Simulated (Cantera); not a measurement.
What does this Cantera script print?

```python
import numpy as np
import cantera as ct

gas = ct.Solution("gri30.yaml")
gas.TPX = 2125, 1800000, {'CH4': 1, 'H2O': 0.31}
reactor = ct.IdealGasConstPressureReactor(gas, energy="off", clone=False)
net = ct.ReactorNet([reactor])
net.rtol, net.atol = 1e-08, 1e-18
show = ['CH4', 'H2O', 'H2O2', 'O2', 'CH2', 'H', 'C2H6']
times = np.geomspace(7e-05, 2, 15)

steps = ct.SolutionArray(gas, extra=["t"])
rows = []
print(f"{'t/s':>10s}{'T/K':>9s}{'P/Pa':>11s}" + "".join(f"{s:>11s}" for s in show))
for t in times:
    while net.time < t:
        t_next = net.step()
        steps.append(gas.state, t=t_next)
    rows.append([np.interp(t, steps.t, y) for y in (steps.T, steps.P, *steps(*show).X.T)])
    print(f"{t:10.3e}{rows[-1][0]:9.1f}{rows[-1][1]:11.4g}" + "".join(f"{x:11.3e}" for x in rows[-1][2:]))
rate = np.gradient(steps.T, steps.t)
print("integrator steps:", len(steps.t))
if steps.T.max() > steps.T[0] + 200:
    print(f"time of steepest temperature rise: {steps.t[rate.argmax()]:.4e} s")
gas.TPX = 2125, 1800000, {'CH4': 1, 'H2O': 0.31}
gas.equilibrate("TP")
print(f"equilibrium (TP): T = {gas.T:.1f} K  " + "  ".join(f"{s} {gas[s].X[0]:.3e}" for s in show))
```

It prints:

```
       t/s      T/K       P/Pa        CH4        H2O       H2O2         O2        CH2          H       C2H6
 7.000e-05   2125.0    1.8e+06  7.828e-02  1.315e-01  5.311e-11  5.321e-10  3.414e-06  6.484e-04  1.306e-04
 1.457e-04   2125.0    1.8e+06  5.036e-02  1.165e-01  4.130e-11  3.976e-10  2.655e-06  6.800e-04  5.857e-05
 3.032e-04   2125.0    1.8e+06  3.892e-02  9.622e-02  2.765e-11  2.628e-10  2.133e-06  6.987e-04  3.788e-05
 6.309e-04   2125.0    1.8e+06  3.516e-02  6.902e-02  1.373e-11  1.310e-10  1.685e-06  7.102e-04  3.140e-05
 1.313e-03   2125.0    1.8e+06  3.245e-02  3.872e-02  4.152e-12  4.015e-11  1.261e-06  7.210e-04  2.678e-05
 2.732e-03   2125.0    1.8e+06  3.013e-02  1.414e-02  5.370e-13  5.290e-12  9.522e-07  7.297e-04  2.323e-05
 5.686e-03   2125.0    1.8e+06  2.894e-02  2.216e-03  1.300e-14  1.300e-13  8.132e-07  7.340e-04  2.155e-05
 1.183e-02   2125.0    1.8e+06  2.872e-02  6.565e-05  1.140e-17  1.319e-16  7.889e-07  7.348e-04  2.125e-05
 2.462e-02   2125.0    1.8e+06  2.872e-02  1.177e-05  3.698e-19  7.290e-18  7.883e-07  7.348e-04  2.124e-05
 5.124e-02   2125.0    1.8e+06  2.872e-02  1.174e-05  3.683e-19  7.268e-18  7.883e-07  7.348e-04  2.124e-05
 1.066e-01   2125.0    1.8e+06  2.872e-02  1.174e-05  3.683e-19  7.268e-18  7.883e-07  7.348e-04  2.124e-05
 2.219e-01   2125.0    1.8e+06  2.872e-02  1.174e-05  3.683e-19  7.268e-18  7.883e-07  7.348e-04  2.124e-05
 4.618e-01   2125.0    1.8e+06  2.872e-02  1.174e-05  3.683e-19  7.268e-18  7.883e-07  7.348e-04  2.124e-05
 9.611e-01   2125.0    1.8e+06  2.872e-02  1.174e-05  3.683e-19  7.268e-18  7.883e-07  7.348e-04  2.124e-05
 2.000e+00   2125.0    1.8e+06  2.872e-02  1.174e-05  3.683e-19  7.268e-18  7.883e-07  7.348e-04  2.124e-05
integrator steps: 1604
equilibrium (TP): T = 2125.0 K  CH4 2.872e-02  H2O 1.188e-05  H2O2 3.769e-19  O2 7.428e-18  CH2 7.884e-07  H 7.348e-04  C2H6 2.124e-05
```

Cantera simulation using GRI-Mech 3.0 (53 species, 325 reactions); the numbers are that mechanism's predictions, not measurements. GRI-Mech 3.0 stops at C3 and has no aromatics, soot or wall deposition, so with more carbon than oxygen in the feed, carbon stays in small species such as C2H2 where larger ones or solid carbon would form. The pressure lies above the range GRI-Mech 3.0 was tuned for (to about 10 atm).
